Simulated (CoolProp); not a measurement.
Properties of n-butane along the isotherm 433.4 K.

Model: reference Helmholtz-energy equation of state, Bücker 2006, in CoolProp.

```
p (bar)          phase  speed of sound (m/s)  Joule-Thomson coefficient (K/MPa)  expansivity (1/kK)
-------  -------------  --------------------  ---------------------------------  ------------------
7.5                gas                 242.6                              8.334               2.896
15                 gas                 225.8                              9.254               3.795
22.5               gas                 205.9                              10.51               5.333
30                 gas                 181.7                              12.32               8.572
37.5               gas                 150.1                              15.16               20.10
45       supercritical                 147.2                              8.592               57.35
52.5     supercritical                 223.7                              3.441               15.23
60       supercritical                 273.4                              2.183               9.692
67.5     supercritical                 311.4                              1.589               7.468
75       supercritical                 342.7                              1.234               6.236
82.5     supercritical                 369.7                             0.9942               5.438
90       supercritical                 393.6                             0.8195               4.873
97.5     supercritical                 415.1                             0.6856               4.447
105      supercritical                 434.8                             0.5791               4.112
112      supercritical                 451.8                             0.4973               3.856
120      supercritical                 470.0                             0.4192               3.613
```
